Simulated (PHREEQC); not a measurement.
Dissolve 140 mmol/kgw HCl and 5.1 mmol/kgw ZnSO4 at 85 °C. Closed to the air; pH follows from the charge balance.

Equilibrium calculation in PHREEQC: ion-association model, phreeqc.dat.

Question: The ionic strength comes out as 0.145 mol/kgw. What activity coefficients do ZnCl4-2, ZnCl3-, HSO4-, Cl-, SO4-2 get?

Answer: ZnCl4-2 0.29, ZnCl3- 0.72, HSO4- 0.73, Cl- 0.71, SO4-2 0.29.

This is a speciation only: nothing precipitates in the calculation. Complexes and solids missing from the database can't appear. At this temperature some constants are extrapolated from 25 °C, and those without enthalpy data are left unchanged.
